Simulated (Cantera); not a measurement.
An isothermal, constant-pressure homogeneous reactor starts with 37.0 % NO, 63.0 % N2, at 1950 K and 10.00 Torr.

Computed with Cantera and GRI-Mech 3.0 (53 species, 325 reactions). Radical loss at walls, strong at low pressure, is not modelled.

x: mole fraction; the columns are a selection and need not sum to one.

```
t (s)      x NO     x NO2       x O    x N2O   x N2      x O2
--------  -----  --------  --------  -------  -----  --------
5.00e-6   0.370    <1e-12   7.32e-9  7.32e-9  0.630    <1e-12
2.29e-5   0.370  2.34e-12   3.35e-8  3.35e-8  0.630  2.24e-12
0.000105  0.370  4.86e-11   1.53e-7  1.53e-7  0.630  4.68e-11
0.000478  0.370   1.01e-9   7.03e-7  6.96e-7  0.630  9.90e-10
0.00219   0.370   1.96e-8   3.26e-6  3.12e-6  0.630   2.08e-8
0.0100    0.370   3.12e-7   1.59e-5  1.30e-5  0.630   4.61e-7
0.0457    0.370   2.78e-6   8.70e-5  4.04e-5  0.630   1.24e-5
0.209     0.369         …         …        …  0.630         …
0.956     0.364         …         …        …  0.633         …
4.37      0.335   2.02e-5  0.000657  3.73e-5  0.647    0.0173
20.0      0.196   2.67e-5   0.00121  1.05e-5  0.716    0.0865
```

Problem. Some entries are withheld; supply them.

Solution. 
- 0.209, x NO2: 8.29e-6
- 0.209, x O: 0.000330
- 0.209, x N2O: 5.31e-5
- 0.209, x O2: 0.000327
- 0.956, x NO2: 1.17e-5
- 0.956, x O: 0.000450
- 0.956, x N2O: 4.81e-5
- 0.956, x O2: 0.00303
